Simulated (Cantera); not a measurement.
A Cantera script and its output.

```python
import numpy as np
import cantera as ct

gas = ct.Solution("gri30.yaml")
gas.TPX = 1523, 13332, {'C2H6': 0.33, 'H2': 1.7}
inlet = ct.Reservoir(gas, clone=True)

reactor = ct.IdealGasConstPressureReactor(gas, energy="off", clone=False)
exhaust = ct.Reservoir(gas, clone=True)
tau = [0.86, 0.39, 0.17, 0.079, 0.035, 0.016, 0.0072][0]
for a, b in ((inlet, reactor), (reactor, exhaust)):
    ct.MassFlowController(a, b, mdot=lambda t: reactor.mass / tau)
net = ct.ReactorNet([reactor])
show = ['C2H6', 'H2', 'CH4', 'C2H', 'C2H2', 'C2H4', 'H']

rows = []
print(f"{'tau/s':>10s}{'T/K':>9s}" + "".join(f"{s:>11s}" for s in show))
for tau in [0.86, 0.39, 0.17, 0.079, 0.035, 0.016, 0.0072]:
    net.initial_time = 0.0
    net.advance(30 * tau)
    before = gas.X
    net.advance(40 * tau)
    drift = np.max(np.abs(gas.X - before) / (gas.X + 1e-9))
    rows.append([gas.T, *gas[show].X, drift])
    print(f"{tau:10.3e}{gas.T:9.1f}" + "".join(f"{x:11.3e}" for x in gas[show].X))
```

Result:

```
     tau/s      T/K       C2H6         H2        CH4        C2H       C2H2       C2H4          H
 8.600e-01   1523.0  1.187e-04  8.409e-01  5.748e-02  2.907e-08  9.772e-02  3.528e-03  1.156e-04
 3.900e-01   1523.0  2.150e-04  8.387e-01  6.072e-02  3.539e-08  9.573e-02  4.290e-03  1.432e-04
 1.700e-01   1523.0  4.020e-04  8.358e-01  6.495e-02  4.302e-08  9.272e-02  5.705e-03  1.791e-04
 7.900e-02   1523.0  7.218e-04  8.322e-01  7.001e-02  5.023e-08  8.855e-02  7.946e-03  2.180e-04
 3.500e-02   1523.0  1.357e-03  8.273e-01  7.653e-02  5.693e-08  8.206e-02  1.191e-02  2.651e-04
 1.600e-02   1523.0  2.515e-03  8.218e-01  8.346e-02  6.084e-08  7.319e-02  1.792e-02  3.155e-04
 7.200e-03   1523.0  4.752e-03  8.157e-01  9.039e-02  6.022e-08  6.107e-02  2.666e-02  3.716e-04
```

Model: GRI-Mech 3.0 (53 species, 325 reactions), integrated in Cantera. GRI-Mech 3.0 stops at C3 and has no aromatics, soot or wall deposition, so with more carbon than oxygen in the feed, carbon stays in small species such as C2H2 where larger ones or solid carbon would form.
